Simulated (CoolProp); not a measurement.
Saturation properties of R143a (Tc = 345.9 K, pc = 3.762 MPa, ω = 0.261).

Model: reference Helmholtz-energy equation of state, Lemmon and Jacobsen 2000, in CoolProp.

```
T (K)  p (MPa)  vapour density (kg/m³)  enthalpy of vaporisation (kJ/kg)  liquid cp (kJ/(kg K))
-----  -------  ----------------------  --------------------------------  ---------------------
237.2   0.1681                   7.689                             218.5                  1.357
244.5   0.2268                   10.22                             212.9                  1.380
251.7   0.2989                   13.33                             207.2                  1.404
259     0.3888                   17.20                             201.0                  1.432
266.3   0.4978                   21.94                             194.4                  1.462
273.6   0.6284                   27.69                             187.4                  1.497
280.9   0.7832                   34.67                             179.8                  1.538
288.1   0.9624                   43.00                             171.8                  1.585
295.4    1.174                   53.24                             162.9                  1.643
302.7    1.418                   65.75                             153.2                  1.717
310      1.698                   81.20                             142.3                  1.814
317.3    2.019                   100.6                             129.9                  1.952
324.5    2.378                   125.5                             115.7                  2.168
331.8    2.792                   160.2                             97.97                  2.587
```

It boils at 225.9 K under 1 atm.
